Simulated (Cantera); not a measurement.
A freely propagating, adiabatic, planar premixed flame of H2 : O2 : N2 = 1 : 0.725 : 2.75 (molar parts), equivalence ratio 0.69, unburnt at 700 K and 2.20 bar; mixture-averaged transport, grid criteria slope 0.08 and curve 0.16, no radiation.

Cantera simulation using the H2/O2 subset of GRI-Mech 3.0, which has no nitrogen chemistry; the numbers are that mechanism's predictions, not measurements. The hydrogen kinetics of GRI-Mech 3.0 are dated; newer H2 mechanisms differ, most at raised pressure. Burning velocities carry a grid error of a few per cent, more on coarse grids. Lean hydrogen flames are cellular in practice and burn faster than this planar one.

x: mole fraction of selected species; z is measured from the peak of heat release.

```tsv
z (mm)	T (K)	u (m/s)	x H2	x O2	x HO2	x H2O2	x O	x H
-0.514	700	7.09	0.223	0.162	<1e-8	<1e-8	<1e-8	<1e-8
-0.343	700	7.09	0.223	0.162	<1e-8	<1e-8	<1e-8	<1e-8
-0.257	700	7.09	0.223	0.162	5.34e-8	<1e-8	<1e-8	<1e-8
-0.171	700	7.09	0.223	0.162	?	?	?	?
-0.0857	727	7.28	0.213	0.163	0.000360	7.94e-6	1.70e-5	0.000181
-0.0428	925	9.02	0.176	0.158	0.000340	2.43e-5	0.000499	0.00371
0	1305	12.4	0.0994	0.125	0.000187	1.27e-5	0.00493	0.0177
0.0428	?	15.0	?	?	?	?	?	?
0.0857	1757	16.4	0.0231	0.0661	6.78e-5	2.64e-6	0.0128	0.0225
0.171	1918	17.7	0.0168	0.0601	4.38e-5	1.43e-6	0.0106	0.0145
0.343	2062	18.9	0.0121	0.0576	2.61e-5	8.64e-7	0.00713	0.00749
0.685	2172	19.7	0.00727	0.0562	1.43e-5	5.78e-7	0.00405	0.00309
1.37	2243	20.3	0.00368	0.0559	8.14e-6	4.22e-7	0.00199	0.00103
```

Task: What belongs in the gaps?

Result: 
- -0.171, x HO2: 3.54e-6
- -0.171, x H2O2: 1.64e-8
- -0.171, x O: 2.29e-8
- -0.171, x H: 1.34e-7
- 0.0428, T (K): 1599
- 0.0428, x H2: 0.0405
- 0.0428, x O2: 0.0820
- 0.0428, x HO2: 0.000103
- 0.0428, x H2O2: 4.77e-6
- 0.0428, x O: 0.0112
- 0.0428, x H: 0.0257
